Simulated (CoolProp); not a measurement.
The numbers come from the reference Helmholtz-energy equation of state, Setzmann 1991 in CoolProp.

For methane, give the phase and the Joule-Thomson coefficient (K/MPa) at -105.75 °C and 0.101 MPa.


- -105.75 °C and 0.101 MPa: gas; Joule-Thomson coefficient 12.8
